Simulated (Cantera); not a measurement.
Input: 1 mol Si₃N₄, 0.019 mol CO₂, 390 mol H₂, at 555 Torr.

Method: chemical equilibrium by Gibbs-energy minimisation in Cantera with the NASA 1993 tables (ideal gas, pure condensed phases). Candidate condensed phases: C, C₆H₆, C₇H₈, C₈H₁₈, H₂O, Si, SiC, SiO₂, Si₂N₂O, Si₃N₄; 151 gas species. Mutual solubility and eutectic melting of coexisting phases are not modelled. Gases not in the tables: Si₂H₆ and higher silanes. The numbers say what is thermodynamically allowed, not how fast it happens.

x: gas mole fraction; n: condensed amount in mol.

```tsv
T (°C)	x H₂	x N₂	x H	x SiO	x CH₄	x SiH₂	x CO	n Si₂N₂O(s)	n Si₃N₄(s)	n SiC(s)	n Si(s)	n Si(l)
800	1.000	3.17e-5	1.63e-8	<1e-12	4.87e-5	<1e-12	<1e-12	0.0380	0.975	0	0	0
875	1.000	3.20e-5	8.33e-8	<1e-12	4.87e-5	1.46e-11	2.97e-12	0.0380	0.975	0	0	0
950	1.000	3.21e-5	3.50e-7	3.90e-11	4.87e-5	3.37e-10	4.42e-11	0.0380	0.975	0	0	0
1025	1.000	3.22e-5	1.25e-6	1.06e-9	4.87e-5	5.40e-9	4.79e-10	0.0380	0.975	0	0	0
1100	1.000	3.24e-5	…	…	4.87e-5	…	…	0.0380	0.975	0	0	0
1175	1.000	4.89e-5	1.07e-5	2.42e-7	2.47e-5	4.42e-7	1.55e-8	0.0379	0.971	0.00934	0	0
1250	1.000	…	…	…	1.36e-5	…	…	0.0372	0.962	0.0136	…	0
1325	1.000	0.000390	6.19e-5	1.09e-5	1.27e-5	4.89e-6	4.13e-7	0.0336	0.907	0.0137	0.192	0
1400	0.998	0.00135	0.000132	5.02e-5	1.20e-5	1.10e-5	2.39e-6	0.0174	0.728	0.0128	0.742	0
1475	0.995	0.00496	0.000265	9.01e-5	1.27e-5	2.04e-5	6.73e-6	0	0.0264	0.00878	0	2.87
```

Q: Fill in the missing entries.

A: 
- 1250, x N₂: 0.000100
- 1250, x H: 2.69e-5
- 1250, x SiO: 2.03e-6
- 1250, x SiH₂: 2.00e-6
- 1250, x CO: 5.97e-8
- 1250, n Si(s): 0.0245
- 1100, x H: 3.87e-6
- 1100, x SiO: 2.01e-8
- 1100, x SiH₂: 6.37e-8
- 1100, x CO: 4.00e-9
